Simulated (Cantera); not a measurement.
What does this Cantera script print?

```python
import numpy as np
import cantera as ct

gas_names = """
    H HO2 H2 H2O H2O2 O OH O2 O3 P PH PH3 PO PO2 P2 P4 P4O10
""".split()
cond_names = """
    H2O(s) H2O(L) P(cr) P(L) P4O10(s)
""".split()


# ... load() reads the species with a 1 bar reference pressure and builds the phases ...
atoms = {
    'PH3': {'P': 1, 'H': 3},
    'H2O': {'H': 2, 'O': 1},
    'O2': {'O': 2},
}
top_T = {'P4O10(s)': 690}  # K; cautious upper limits of use, not melting points


# ... equilibrate(T, P, feed) seeds the gas with the atoms and calls Mixture.equilibrate('TP', solver="vcs", rtol=1e-11, max_steps=5000) ...
results = []
T = 3150  # K
P = 32  # Pa
for m in [0.053, 0.084, 0.13, 0.21, 0.34, 0.55, 0.87, 1.4, 2.2, 3.5, 5.6, 9]:
    feed = {'PH3': 1, 'H2O': m, 'O2': 0.042}  # mol
    mix = equilibrate(T, P, feed)
    results.append((T, P, feed, dict(zip(mix.species_names, mix.species_moles))))
    x = sorted(zip(gas.X, gas.species_names), reverse=True)
    print(f"T = {T:g} K  P = {P:g} Pa  n(H2O) = {m:g} mol  gas = {mix.phase_moles(0):.4g} mol")
    print("   x: " + "  ".join(f"{s} {v:.3e}" for v, s in x if v > 0.001))
    print("   condensed (mol): " + ("  ".join(f"{mix.phase(i).name} {mix.phase_moles(i):.4g}"
          for i in range(1, mix.n_phases) if mix.phase_moles(i) > 1e-12) or "none"))
```

Output:

```
T = 3150 K  P = 32 Pa  n(H2O) = 0.053 mol  gas = 4.166 mol
   x: H 7.395e-01  P 2.231e-01  O 1.896e-02  PO 1.378e-02  H2 2.917e-03  P2 1.566e-03
   condensed (mol): none
T = 3150 K  P = 32 Pa  n(H2O) = 0.084 mol  gas = 4.247 mol
   x: H 7.398e-01  P 2.162e-01  O 2.310e-02  PO 1.628e-02  H2 2.920e-03  P2 1.470e-03
   condensed (mol): none
T = 3150 K  P = 32 Pa  n(H2O) = 0.13 mol  gas = 4.369 mol
   x: H 7.402e-01  P 2.066e-01  O 2.914e-02  PO 1.962e-02  H2 2.922e-03  P2 1.342e-03
   condensed (mol): none
T = 3150 K  P = 32 Pa  n(H2O) = 0.21 mol  gas = 4.581 mol
   x: H 7.404e-01  P 1.914e-01  O 3.932e-02  PO 2.453e-02  H2 2.924e-03  P2 1.152e-03
   condensed (mol): none
T = 3150 K  P = 32 Pa  n(H2O) = 0.34 mol  gas = 4.932 mol
   x: H 7.399e-01  P 1.703e-01  O 5.497e-02  PO 3.052e-02  H2 2.920e-03
   condensed (mol): none
T = 3150 K  P = 32 Pa  n(H2O) = 0.55 mol  gas = 5.51 mol
   x: H 7.378e-01  P 1.437e-01  O 7.788e-02  PO 3.646e-02  H2 2.903e-03
   condensed (mol): none
T = 3150 K  P = 32 Pa  n(H2O) = 0.87 mol  gas = 6.409 mol
   x: H 7.332e-01  P 1.149e-01  O 1.075e-01  PO 4.025e-02  H2 2.867e-03
   condensed (mol): none
T = 3150 K  P = 32 Pa  n(H2O) = 1.4 mol  gas = 7.929 mol
   x: H 7.249e-01  O 1.453e-01  P 8.520e-02  PO 4.034e-02  H2 2.803e-03
   condensed (mol): none
T = 3150 K  P = 32 Pa  n(H2O) = 2.2 mol  gas = 10.26 mol
   x: H 7.144e-01  O 1.841e-01  P 6.067e-02  PO 3.640e-02  H2 2.722e-03  OH 1.164e-03
   condensed (mol): none
T = 3150 K  P = 32 Pa  n(H2O) = 3.5 mol  gas = 14.1 mol
   x: H 7.026e-01  O 2.220e-01  P 4.102e-02  PO 2.968e-02  H2 2.633e-03  OH 1.381e-03
   condensed (mol): none
T = 3150 K  P = 32 Pa  n(H2O) = 5.6 mol  gas = 20.33 mol
   x: H 6.917e-01  O 2.544e-01  P 2.681e-02  PO 2.223e-02  H2 2.552e-03  OH 1.558e-03
   condensed (mol): none
T = 3150 K  P = 32 Pa  n(H2O) = 9 mol  gas = 30.45 mol
   x: H 6.829e-01  O 2.794e-01  P 1.714e-02  PO 1.560e-02  H2 2.487e-03  OH 1.689e-03
   condensed (mol): none
```

Cantera equilibrium calculation (NASA polynomials, part measured and part estimated; ideal gas, pure solids and liquids). Gases not in the tables: HPO2, HPO3 and P4O6.
